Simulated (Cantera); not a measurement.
Source: NASA polynomial tables (part measured, part estimated), evaluated in Cantera. Values are per mole of reaction as written; species without (g) are pure solids or liquids, kept so even where they would boil at 1 bar. TaC: taken at fixed stoichiometry.

TaC + 4 C2H6(g) → 3 C3H8(g) + Ta

```
T (K)  ΔH° (kJ)  ΔS° (J/K)  ΔG° (kJ)  log10 K
-----  --------  ---------  --------  -------
300       165.5     -106.8     197.5   -34.39
1123      172.7      -96.6     281.3   -13.08
1173          ?          ?         ?        ?
1223      173.7      -95.8     290.9   -12.42
1273      174.2      -95.4     295.7   -12.13
1323      174.6      -95.1     300.4   -11.86
1373      175.1      -94.7     305.2   -11.61
1423          ?          ?         ?        ?
1473      175.9      -94.1     314.6   -11.16
1523      176.3      -93.9     319.3   -10.95
1573      176.7      -93.6     324.0   -10.76
1623      177.1      -93.4     328.7   -10.58
```

Problem. Fill in the missing entries.

Solution. 
- 1173, ΔH° (kJ): 173.2
- 1173, ΔS° (J/K): -96.2
- 1173, ΔG° (kJ): 286.1
- 1173, log10 K: -12.74
- 1423, ΔH° (kJ): 175.5
- 1423, ΔS° (J/K): -94.4
- 1423, ΔG° (kJ): 309.9
- 1423, log10 K: -11.38
